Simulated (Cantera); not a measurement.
Source: NASA polynomial tables (part measured, part estimated), evaluated in Cantera. Values are per mole of reaction as written; species without (g) are pure solids or liquids, kept so even where they would boil at 1 bar.

4 Al2O(g) + 4 CH3(g) ⇌ 3 CH3OH(g) + CO(g) + 8 Al

| T (K) | ΔH° (kJ) | ΔS° (J/K) | ΔG° (kJ) | log10 K | condensed phases |
|---|---|---|---|---|---|
| 598 | -717.2 | -636.5 | -336.6 | 29.40 | Al(s) |
| 698 | -713.4 | -630.6 | -273.3 | 20.45 | Al(s) |
| 798 | -707.9 | -623.3 | -210.5 | 13.78 | Al(s) |
| 898 | -700.4 | -614.5 | -148.7 | 8.65 | Al(s) |
| 998 | -606.8 | -514.2 | -93.6 | 4.90 | Al(l) |
| 1098 | -598.9 | -506.7 | -42.5 | 2.02 | Al(l) |
| 1198 | -590.8 | -499.7 | 7.8 | -0.34 | Al(l) |
| 1298 | -582.6 | -493.1 | 57.4 | -2.31 | Al(l) |
| 1398 | … | … | … | … | Al(l) |
| 1498 | … | … | … | … | Al(l) |

Q: Fill in the missing entries.

A: 
- 1398, ΔH° (kJ): -574.2
- 1398, ΔS° (J/K): -486.9
- 1398, ΔG° (kJ): 106.4
- 1398, log10 K: -3.98
- 1498, ΔH° (kJ): -565.7
- 1498, ΔS° (J/K): -481.0
- 1498, ΔG° (kJ): 154.8
- 1498, log10 K: -5.40
